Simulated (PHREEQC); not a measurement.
A column of 1 m (30 cells, dispersivity 0.05 m, 3600 s a shift, diffusion coefficient 3e-10 m²/s) holds 0.13 eq of the database's cation exchanger X per kg of pore water, first in equilibrium with 0.011 mol MgSO4, 0.0023 mol NH4Cl and 1e-05 mol HCl per kg of water. It is flushed with 12 mmol/kgw NH4Cl, 37 mmol/kgw KBr and 0.01 mmol/kgw HCl, at 40 °C. Values are for the last cell. No CO2 enters from the air. Precipitation was switched off in this run.

The series has 31 steps of pore volumes, from 0 to 8.017.

Equilibrium calculation in PHREEQC: ion-association model, phreeqc.dat.

Task: After how many pore volumes does Br at the outlet first reach half of its feed value?

Result: By 1.1 pore volumes.

Task: After how many pore volumes does K at the outlet first reach half of its feed value?

Result: By 3.2 pore volumes.

At this temperature some constants are extrapolated from 25 °C, and those without enthalpy data are left unchanged.
